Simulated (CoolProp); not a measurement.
A single-stage vapour-compression cycle with n-pentane: evaporating at 288.15 K (dew point), condensing at 344.15 K (bubble point), superheat 10 K, subcooling 0 K, compressor efficiency 0.65, no pressure losses. Each further row changes one setting.

Computed with CoolProp (reference Helmholtz-energy equation of state, Thol 2019).

```csv
case,cooling COP,pressure ratio,discharge temperature (K),refrigerating effect (kJ/kg),volumetric capacity (kJ/m³)
as stated,[?],6.27,357.7,256,354
evaporating temperature 293.15 K,[?],5.15,356.7,264,[?]
condensing temperature 339.15 K,2.95,5.47,[?],268,371
subcooling 5 K,2.73,6.27,357.7,268,371
superheat 20 K,[?],6.27,[?],[?],364
compressor efficiency 0.55,2.20,6.27,[?],256,354
```

### Question
What belongs in the gaps?

### Answer

- as stated, cooling COP: 2.60
- evaporating temperature 293.15 K, cooling COP: 2.98
- evaporating temperature 293.15 K, volumetric capacity (kJ/m³): 438
- condensing temperature 339.15 K, discharge temperature (K): 353.2
- superheat 20 K, cooling COP: 2.67
- superheat 20 K, discharge temperature (K): 368.0
- superheat 20 K, refrigerating effect (kJ/kg): 273
- compressor efficiency 0.55, discharge temperature (K): 366.5
